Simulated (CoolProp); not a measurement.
R124 at several states: density (kg/m³) from the reference equation and from simpler models built on Tc = 122.3 °C, pc = 36.24 bar, ω = 0.288; each cubic takes its own stable root.

Model: reference Helmholtz-energy equation of state, de Vries 1995, in CoolProp.

```json
[
 {"T (°C)": "189.95", "p (bar)": "7.64", "phase": "gas", "reference": "28.29"},
 {"T (°C)": "68.85", "p (bar)": "0.123", "phase": "gas", "reference": "0.5915"},
 {"T (°C)": "11.85", "p (bar)": "3.95", "phase": "liquid", "reference": "1400"}
]
```

Question: How far does each simpler model (van der Waals, Redlich-Kwong, Soave-Redlich-Kwong, Peng-Robinson) lie from the reference over these 3 states: mean and median of the absolute difference, and the worst?

Answer: 
- van der Waals: mean 32.8 %, median 0.1 %, worst -98.2 % at 11.85 °C and 3.95 bar
- Redlich-Kwong: mean 32.9 %, median 0.4 %, worst -98.2 % at 11.85 °C and 3.95 bar
- Soave-Redlich-Kwong: mean 3.0 %, median 0.2 %, worst -8.8 % at 11.85 °C and 3.95 bar
- Peng-Robinson: mean 1.3 %, median 0.5 %, worst +3.4 % at 11.85 °C and 3.95 bar

At some of these states van der Waals, Redlich-Kwong gives the other phase, because its saturation line lies elsewhere.
